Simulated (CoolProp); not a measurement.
Vapour-liquid equilibrium of R22 (1) + c-C4F8 (RC318) (2) at 321.7 K; x and y are mole fractions of (1).

Model: multi-fluid Helmholtz-energy mixture model, Kamei 1995 and Platzer 1990; pair parameters Bell 2016, in CoolProp. This equation is an older, rougher fit; its heat capacities, sound speeds and derivatives of the liquid may be far off and weren't checked against measurements.

```
x     bubble pressure, mixture model (bar)  bubble pressure, Raoult's law (bar)  y, mixture model  y, Raoult's law
----  ------------------------------------  -----------------------------------  ----------------  ---------------
0.05                            (withheld)                                6.862        (withheld)            0.137
0.2                             (withheld)                                8.745        (withheld)            0.430
0.35                                 11.47                                10.63             0.617            0.619
0.5                             (withheld)                                12.51             0.739            0.751
0.65                                 16.01                                14.39        (withheld)            0.848
0.8                             (withheld)                                16.28             0.879            0.923
0.95                            (withheld)                                18.16             0.961            0.983
```

Task: What belongs in the gaps?

Result: 
- 0.05, bubble pressure, mixture model (bar): 6.615
- 0.05, y, mixture model: 0.097
- 0.2, bubble pressure, mixture model (bar): 8.671
- 0.2, y, mixture model: 0.403
- 0.5, bubble pressure, mixture model (bar): 14.05
- 0.65, y, mixture model: 0.815
- 0.8, bubble pressure, mixture model (bar): 17.47
- 0.95, bubble pressure, mixture model (bar): 18.56

The largest gap from Raoult's law is +12.3 % in bubble pressure, at x = 0.5. No azeotrope shows between x = 0.05 and 0.95.

Pair parameters are fitted to limited data, so mixtures are less certain than the pure fluids. The gap from Raoult's law changes sign with composition, which may be real or a fault of the pair parameters; it wasn't checked against measurements.
